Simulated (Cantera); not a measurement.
A perfectly stirred reactor is fed with CH4 : H2 : CO2 = 0.0057 : 6.4 : 0.021 (molar parts), at 9.75 Torr; it is held at 2450 K, and followed from long to short residence time.

Computed with Cantera and GRI-Mech 3.0 (53 species, 325 reactions). Radical loss at walls, strong at low pressure, is not modelled.

Q: Predict: x(CH4) at τ = 14.0 s; x(H2) at τ = 14.0 s; x(CO2) at τ = 14.0 s; x(HCO) at τ = 14.0 s; x(CH4) at τ = 0.120 s; x(H2) at τ = 0.120 s; x(CO2) at τ = 0.120 s; x(HCO) at τ = 0.120 s.

A: 
```json
{
 "x(CH4) at τ = 14.0 s": "3.17e-8",
 "x(H2) at τ = 14.0 s": "0.837",
 "x(CO2) at τ = 14.0 s": "1.61e-6",
 "x(HCO) at τ = 14.0 s": "1.28e-9",
 "x(CH4) at τ = 0.120 s": "0.000126",
 "x(H2) at τ = 0.120 s": "0.957",
 "x(CO2) at τ = 0.120 s": "1.61e-5",
 "x(HCO) at τ = 0.120 s": "5.59e-9"
}
```
